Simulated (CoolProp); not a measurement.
R1233zd(E) along the isotherm 450 K: density (kg/m³) from the reference equation and from simpler models built on Tc = 438.9 K, pc = 3.583 MPa, ω = 0.304; each cubic takes its own stable root.

Values from CoolProp's reference Helmholtz-energy equation of state, Akasaka 2022.

```tsv
p (MPa)	phase	reference
0.138	gas	4.875
0.276	gas	9.878
0.413	gas	14.98
0.551	gas	20.27
0.689	gas	25.71
0.827	gas	31.32
0.965	gas	37.11
1.1	gas	42.96
1.24	gas	49.24
1.38	gas	55.75
1.52	gas	62.52
1.65	gas	69.06
1.79	gas	76.40
```

**Question.** How far does each simpler model (ideal gas, van der Waals, Redlich-Kwong, Soave-Redlich-Kwong, Peng-Robinson) lie from the reference over these 13 states: mean and median of the absolute difference, and the worst?

**Answer.** 
- ideal gas: mean 9.5 %, median 9.3 %, worst -18.3 % at 450 K and 1.79 MPa
- van der Waals: mean 1.4 %, median 1.4 %, worst -2.6 % at 450 K and 1.79 MPa
- Redlich-Kwong: mean 0.3 %, median 0.3 %, worst -0.6 % at 450 K and 1.79 MPa
- Soave-Redlich-Kwong: mean 0.5 %, median 0.5 %, worst -1.0 % at 450 K and 1.79 MPa
- Peng-Robinson: mean 0.6 %, median 0.6 %, worst +1.1 % at 450 K and 1.79 MPa
